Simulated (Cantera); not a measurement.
A closed system holds: 1 mol Fe2O3, 1.1 mol Cl2, 44 mol H2, held at 850 °C and 0.578 Torr.

These are equilibrium values from Cantera (NASA tables, ideal gas, pure condensed phases), not measurements of a reactor. Candidate condensed phases: Fe, FeCl2, FeCl3, FeO, Fe(OH)2, Fe(OH)3, Fe2O3, Fe3O4, H2O; 22 gas species. Equilibrium is a limit: real reactors are often held back by kinetics, nucleation or transport.

Base state: H2 0.885, H2O 0.0665, HCl 0.0473, FeCl2 0.000738 (mole fractions); condensed: Fe(α).

Q: What changes in the equilibrium state with this change: Cl2 from 1.1 to 2.2 mol?

A: 
```csv
species,before,after
H2,0.885,0.843
HCl,0.0473,0.0897
H2O,0.0665,0.0649
FeCl2,0.000738,0.00279
"Fe(α), mol",1.97,1.87
```

Q: What changes in the equilibrium state with this change: 0.83 mol NH3 added?

A: 
```json
[
 {"species": "H2", "before": "0.885", "after": "0.881"},
 {"species": "H2O", "before": "0.0665", "after": "0.0642"},
 {"species": "HCl", "before": "0.0473", "after": "0.0457"},
 {"species": "N2", "before": "0", "after": "0.00888"},
 {"species": "FeCl2", "before": "0.000738", "after": "0.000692"},
 {"species": "Fe(α), mol", "before": "1.97", "after": "1.97"}
]
```
Further candidate phases: NH4Cl.
